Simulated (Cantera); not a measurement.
A closed system holds: 1 mol Fe, 2.8 mol NH3, 5.4 mol H2, 0.24 mol O2, held at 1100 K and 1 atm.

Cantera equilibrium calculation (NASA polynomials, part measured and part estimated; ideal gas, pure solids and liquids). Candidate condensed phases: Fe, FeO, Fe(OH)2, Fe(OH)3, Fe2O3, Fe3O4, H2O; 27 gas species. Rates play no part.

Question: What is the equilibrium state?

Answer: 
```
Item                                      Result
-------------------------------------  ---------
x(H2)                                      0.829
x(N2)                                      0.127
x(H2O)                                    0.0436
x(NH3)                                   8.67e-5
n(Fe(α))                                1.00 mol
gas amount                             11.00 mol
log10 activity of Fe(OH)2(s) (absent)      -7.04
log10 activity of Fe(OH)3(s) (absent)     -13.13
```
